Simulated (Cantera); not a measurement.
Charge: 1 mol Si₃N₄, 0.035 mol CO₂, 240 mol H₂, held at 1352 °C and 100 Torr.

Cantera equilibrium calculation (NASA polynomials, part measured and part estimated; ideal gas, pure solids and liquids). Candidate condensed phases: C, C₆H₆, C₇H₈, C₈H₁₈, H₂O, Si, SiC, SiO₂, Si₂N₂O, Si₃N₄; 151 gas species. Mutual solubility and eutectic melting of coexisting phases are not modelled. Equilibrium is a limit: real reactors are often held back by kinetics, nucleation or transport.

Base state: H₂ 0.996, N₂ 0.00343, H 0.000193, SiO 0.000107 (mole fractions); condensed: Si(s) + SiC(s) + Si₂N₂O(s) + Si₃N₄(s).

**Question.** What changes in the equilibrium state with this change: CO₂ from 0.035 to 3.8 mol?

**Answer.** 
| species | before | after |
|---|---|---|
| H₂ | 0.996 | 0.974 |
| CO | 4.39e-6 | 0.0154 |
| N₂ | 0.00343 | 0.00640 |
| SiO | 0.000107 | 0.00385 |
| H₂O | 3.82e-8 | 9.08e-5 |
| H | 0.000193 | 0.000191 |
| Si(s), mol | 1.16 | 0 |
| SiC(s), mol | 0.0330 | 0 |
| Si₂N₂O(s), mol | 0.0433 | 0.424 |
| Si₃N₄(s), mol | 0.565 | 0 |
| SiO₂(β-quartz), mol | 0 | 1.20 |
The tables hold silica as quartz up to 1696 K and as liquid above; real silica turns to tridymite and cristobalite and melts near 1996 K.
